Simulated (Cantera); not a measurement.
Cantera run, input and output.

```python
import numpy as np
import cantera as ct

gas = ct.Solution("gri30.yaml")
gas.TPX = 1300, 100000, {'C2H4': 1, 'H2': 26}
reactor = ct.IdealGasConstPressureReactor(gas, energy="off", clone=False)
net = ct.ReactorNet([reactor])
net.rtol, net.atol = 1e-08, 1e-18
show = ['C2H4', 'H2', 'H', 'C2H', 'CH4', 'C2H2', 'C2H6']
times = np.geomspace(2e-06, 3, 10)

steps = ct.SolutionArray(gas, extra=["t"])
rows = []
print(f"{'t/s':>10s}{'T/K':>9s}{'P/Pa':>11s}" + "".join(f"{s:>11s}" for s in show))
for t in times:
    while net.time < t:
        t_next = net.step()
        steps.append(gas.state, t=t_next)
    rows.append([np.interp(t, steps.t, y) for y in (steps.T, steps.P, *steps(*show).X.T)])
    print(f"{t:10.3e}{rows[-1][0]:9.1f}{rows[-1][1]:11.4g}" + "".join(f"{x:11.3e}" for x in rows[-1][2:]))
rate = np.gradient(steps.T, steps.t)
print("integrator steps:", len(steps.t))
if steps.T.max() > steps.T[0] + 200:
    print(f"time of steepest temperature rise: {steps.t[rate.argmax()]:.4e} s")
gas.TPX = 1300, 100000, {'C2H4': 1, 'H2': 26}
gas.equilibrate("TP")
print(f"equilibrium (TP): T = {gas.T:.1f} K  " + "  ".join(f"{s} {gas[s].X[0]:.3e}" for s in show))
```

It prints:

```
       t/s      T/K       P/Pa       C2H4         H2          H        C2H        CH4       C2H2       C2H6
 2.000e-06   1300.0      1e+05  3.704e-02  9.630e-01  4.147e-11  3.223e-22  2.068e-17  1.661e-08  3.376e-12
 9.711e-06   1300.0      1e+05  3.704e-02  9.630e-01  2.185e-10  8.211e-21  4.723e-15  8.067e-08  6.751e-11
 4.715e-05   1300.0      1e+05  3.704e-02  9.630e-01  1.087e-09  1.985e-19  6.846e-13  3.922e-07  1.439e-09
 2.289e-04   1300.0      1e+05  3.704e-02  9.630e-01  5.358e-09  4.795e-18  8.303e-11  1.917e-06  3.323e-08
 1.112e-03   1300.0      1e+05  3.703e-02  9.630e-01  3.254e-08  1.464e-16  1.026e-08  9.658e-06  8.672e-07
 5.397e-03   1300.0      1e+05  3.676e-02  9.630e-01  2.812e-06  1.614e-13  1.104e-05  1.233e-04  1.488e-04
 2.621e-02   1300.0      1e+05  2.778e-02  9.598e-01  1.307e-05  2.935e-11  6.418e-03  4.809e-03  1.214e-03
 1.272e-01   1300.0      1e+05  1.772e-02  9.512e-01  9.066e-06  3.058e-11  2.316e-02  7.159e-03  7.638e-04
 6.179e-01   1300.0      1e+05  9.587e-03  9.384e-01  5.250e-06  9.906e-12  4.768e-02  3.951e-03  4.065e-04
 3.000e+00   1300.0      1e+05  2.583e-03  9.272e-01  2.367e-06  1.217e-12  6.906e-02  1.064e-03  1.039e-04
integrator steps: 918
equilibrium (TP): T = 1300.0 K  C2H4 1.854e-04  H2 9.234e-01  H 1.070e-06  C2H 3.674e-14  CH4 7.637e-02  C2H2 7.072e-05  C2H6 8.609e-06
```

Detailed kinetics in Cantera: GRI-Mech 3.0 (53 species, 325 reactions). GRI-Mech 3.0 was tuned for natural gas; its chemistry of ethylene as a main component is partial and can be far from experiment. GRI-Mech 3.0 stops at C3 and has no aromatics, soot or wall deposition, so with more carbon than oxygen in the feed, carbon stays in small species such as C2H2 where larger ones or solid carbon would form.
